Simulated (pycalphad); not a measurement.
CALPHAD calculation (pycalphad, COST 507 light-alloy database (1999)), 1 atm. These are 1990s assessments: newer ones move some temperatures and phases. Diffusion is slow at the low end, where real alloys seldom reach equilibrium.

Molar enthalpy of Ti-0.22Hf-10.88B (at.%) in equilibrium (SER reference):

```tsv
T (K)	H (kJ/mol)	phases
2850	98.37	LIQUID
2730	93.01	LIQUID
2610	87.65	LIQUID
2490	82.29	LIQUID
2370	76.93	LIQUID
2250	71.57	LIQUID
2130	66.21	LIQUID
2010	60.86	LIQUID
1970	59.07	LIQUID
1930	57.29	LIQUID
1890	55.49	LIQUID + BM
1810	31.32	BCC_A2 + BM
1770	29.90	BCC_A2 + BM
1650	25.77	BCC_A2 + BM
1530	21.80	BCC_A2 + BM
1410	17.98	BCC_A2 + BM
1290	14.28	BCC_A2 + BM
1170	10.69	BCC_A2 + BM
1050	3.54	HCP_A3 + BM
930	-0.30	HCP_A3 + BM
810	-4.00	HCP_A3 + BM
690	-7.56	HCP_A3 + BM
570	-10.98	HCP_A3 + BM
```

Cooling from 1930 K to 1810 K, across the freezing range, releases 26.0 kJ/mol, or 589 J/g. The slope is 45 J/(mol K) in the liquid and 35 J/(mol K) just below the solidus, where it includes any heat of precipitation. Liquidus 1890 K, solidus 1814 K. Changes were sought between steps of 40 K, so a narrower field can be missed.

Database names, with the compositions (at.%) that they take in these runs: BM: Ti 50 B 50. BCC_A2 is bcc; HCP_A3 is hcp.
